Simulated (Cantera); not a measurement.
Cantera with NASA thermochemical tables; ideal gases at 1 bar, condensed phases pure. Values are per mole of reaction as written; species without (g) are pure solids or liquids, kept so even where they would boil at 1 bar.

Q: Between 1475 and 1700 K, where is each reaction favourable under standard conditions?
- 2 NO2(g) + 8 H(g) + 4 Li2O = N2(g) + 8 LiOH

A: 
- 2 NO2(g) + 8 H(g) + 4 Li2O = N2(g) + 8 LiOH: ΔG° is -2000 kJ at 1475 K and -1841 kJ at 1700 K; it stays negative (K > 1). ΔH° is -3038 kJ and ΔS° -705 J/K at 1700 K.
